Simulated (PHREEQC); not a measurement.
## Brine: speciation

Consider water at 17 °C with 0.22 mol/kgw CaCl2 and 0.014 mol/kgw MgSO4. Closed to the air; pH follows from the charge balance.

All values are PHREEQC results (Pitzer model, pitzer.dat), not measurements.

| Item | Result |
|---|---|
| ionic strength | 0.716 mol/kgw |
| activity of water | 0.989 |
| density | 1.020 g/cm³ |
| osmotic coefficient | 0.853 |

| species | molality | activity | log γ |
|---|---|---|---|
| Cl- | 0.440 | 0.274 | -0.206 |
| Ca+2 | 0.220 | 0.0558 | -0.596 |
| Mg+2 | 0.0140 | 0.00386 | -0.559 |
| SO4-2 | 0.0140 | 0.000792 | -1.247 |
| H+ | 1.47e-7 | 1.19e-7 | -0.090 |
| OH- | 1.31e-7 | 4.44e-8 | -0.470 |

Precipitation was switched off in this run. Saturation is exceeded, for instance for Gypsum; the values hold only as long as no solid forms.
